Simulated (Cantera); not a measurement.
# Low-pressure radical oxidation in H2/O2

A perfectly stirred reactor is fed with 3.85 % H2, 96.2 % O2, equivalence ratio 0.020, at 0.0385 atm; it is held at 1198 K, and followed from long to short residence time.

Detailed kinetics in Cantera: GRI-Mech 3.0 (53 species, 325 reactions). Radical loss at walls, strong at low pressure, is not modelled. The temperature is held fixed by assumption; the heat of reaction is taken as removed at once.

| τ (s) | x H2 | x O2 | x H2O | x OH | x O |
|---|---|---|---|---|---|
| 12 | 1.79e-5 | 0.961 | 0.0391 | 0.000210 | 0.000149 |
| 2.1 | 5.24e-5 | 0.960 | 0.0390 | 0.000377 | 0.000474 |
| 0.37 | 0.000146 | 0.959 | 0.0387 | 0.000676 | 0.00146 |
| 0.065 | 0.000397 | 0.956 | 0.0379 | 0.00121 | 0.00419 |
| 0.011 | 0.00111 | 0.949 | 0.0360 | 0.00213 | 0.0103 |
| 0.0020 | 0.00330 | 0.941 | 0.0317 | 0.00342 | 0.0164 |
| 0.00035 | 0.0115 | 0.942 | 0.0220 | 0.00462 | 0.0142 |
x: mole fraction; the columns are a selection and need not sum to one.
